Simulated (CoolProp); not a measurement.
Computed with CoolProp (reference Helmholtz-energy equation of state, Wu 2012).

Question: For fluoroethane (R161), give the phase and the speed of sound (m/s) at 4.55 °C and 0.101 MPa; 39.05 °C and 0.101 MPa; 142.35 °C and 0.101 MPa.

Answer: 
- 4.55 °C and 0.101 MPa: gas; speed of sound 234
- 39.05 °C and 0.101 MPa: gas; speed of sound 248
- 142.35 °C and 0.101 MPa: gas; speed of sound 283
